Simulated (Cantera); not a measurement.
Input: 1 mol Ta, 5.1 mol O₂, 15 mol N₂, 5.3 mol N₂O, held at 3.00 Pa.

Method: chemical equilibrium by Gibbs-energy minimisation in Cantera with the NASA 1993 tables (ideal gas, pure condensed phases). Candidate condensed phases: Ta, Ta₂O₅; 12 gas species. Equilibrium is a limit: real reactors are often held back by kinetics, nucleation or transport. All values below are at 1625 K.

Base state: N₂ 0.756, O₂ 0.240, NO 0.00225, O 0.00174 (mole fractions); condensed: Ta₂O₅(s).

Task: What changes in the equilibrium state with this change: Ta replaced by Zr?

Result: 
| species | before | after |
|---|---|---|
| N₂ | 0.756 | 0.749 |
| O₂ | 0.240 | 0.247 |
| NO | 0.00225 | 0.00228 |
| O | 0.00174 | 0.00177 |
| Ta₂O₅(s), mol | 0.500 | 0 |
| ZrO₂(tetragonal), mol | 0 | 1.00 |
Further candidate phases: Zr, ZrN, ZrO₂.
